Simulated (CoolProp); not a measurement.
Vapour-liquid equilibrium of cyclohexane (1) + n-heptane (2) at 895 kPa; x and y are mole fractions of (1).

Model: multi-fluid Helmholtz-energy mixture model, Zhou 2014 and Span 2003; pair parameters Bell 2016, in CoolProp.

Task: Give the bubble temperature and the first vapour's composition at x = 0.275, 0.425, 0.5. Is there an azeotrope?

Result: x = 0.275: 462.1 K, y = 0.328; x = 0.425: 459.1 K, y = 0.489; x = 0.5: 457.6 K, y = 0.565. No azeotrope shows between x = 0.05 and 0.95.

Pair parameters are fitted to limited data, so mixtures are less certain than the pure fluids.
